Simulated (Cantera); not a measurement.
Charge: 1 mol MgCO3, 0.45 mol SO3, 0.73 mol H2O, held at 1973 K and 2030 Torr.

These are equilibrium values from Cantera (NASA tables, ideal gas, pure condensed phases), not measurements of a reactor. Candidate condensed phases: C, C6H6, C7H8, C8H18, H2O, H2SO4, Mg, MgCO3, MgO, Mg(OH)2, MgS, MgSO4, S; 130 gas species. The numbers say what is thermodynamically allowed, not how fast it happens.

Base state: CO2 0.415, H2O 0.302, SO2 0.186, O2 0.0932, OH 0.00198, CO 0.000870, SO3 0.000567, H2 0.000141 (mole fractions); condensed: MgO(s).

**Question.** What changes in the equilibrium state with this change: temperature from 1973 K to 948 K?

**Answer.** 
```
species          before    after
-------------  --------  -------
CO2               0.415    0.578
H2O               0.302    0.422
SO2               0.186  1.78e-5
O2               0.0932  8.92e-6
CO             0.000870  1.11e-9
OH              0.00198  5.09e-9
MgO(s), mol       1.000    0.550
MgSO4(s), mol         0    0.450
```
